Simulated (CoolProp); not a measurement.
Vapour-liquid equilibrium of propane (1) + isohexane (2) at 341.9 K; x and y are mole fractions of (1).

Model: multi-fluid Helmholtz-energy mixture model, Lemmon 2009 and Lemmon 2006; pair parameters Bell 2016, in CoolProp.

Problem. Give the bubble pressure and the first vapour's composition at x = 0.2, 0.5, 0.8. Is there an azeotrope?

Solution. x = 0.2: 0.5266 MPa, y = 0.768; x = 0.5: 1.165 MPa, y = 0.915; x = 0.8: 1.896 MPa, y = 0.969. No azeotrope shows between x = 0.05 and 0.95.

The pair parameters rest on a limited set of measurements; away from them the model extrapolates.
